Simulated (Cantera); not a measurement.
Chlorosilane synthesis and conversion: Si + Cl2 + H2

A closed system holds: 1 mol Si, 0.58 mol Cl2, 9.3 mol H2, at 1430 Torr.

Method: chemical equilibrium by Gibbs-energy minimisation in Cantera with the NASA 1993 tables (ideal gas, pure condensed phases). Candidate condensed phases: Si; 19 gas species. The tables' values for SiCl3 are old estimates; treat these amounts as uncertain. Rates play no part.

From 1098 K to 1398 K the condensed part is Si(s). The main Si-bearing gas is SiHCl3 at 1098 K and SiCl2 at 1398 K. The share of Si in condensed phases is highest at 1398 K (76.5 %) and lowest at 1098 K (69.3 %).

| T (K) | x H2 | x HCl | x SiHCl3 | x SiCl4 | x SiCl2 | x SiCl3 | x SiH2Cl2 | n Si(s) |
|---|---|---|---|---|---|---|---|---|
| 1098 | 0.955 | 0.0131 | 0.0150 | 0.0142 | 0.000367 | 0.000608 | 0.00189 | 0.693 |
| 1148 | 0.951 | 0.0180 | 0.0140 | 0.0132 | 0.000748 | 0.000946 | 0.00186 | 0.704 |
| 1198 | 0.947 | 0.0238 | 0.0128 | 0.0120 | 0.00141 | 0.00138 | 0.00179 | 0.717 |
| 1248 | 0.942 | 0.0304 | 0.0114 | 0.0104 | 0.00246 | 0.00189 | 0.00169 | 0.731 |
| 1298 | 0.936 | 0.0375 | 0.00978 | 0.00868 | 0.00399 | 0.00241 | 0.00155 | 0.744 |
| 1348 | 0.930 | 0.0447 | 0.00805 | 0.00681 | 0.00602 | 0.00286 | 0.00139 | 0.755 |
| 1398 | 0.924 | 0.0514 | 0.00630 | 0.00499 | 0.00843 | 0.00314 | 0.00119 | 0.765 |
x: gas mole fraction; n: condensed amount in mol.
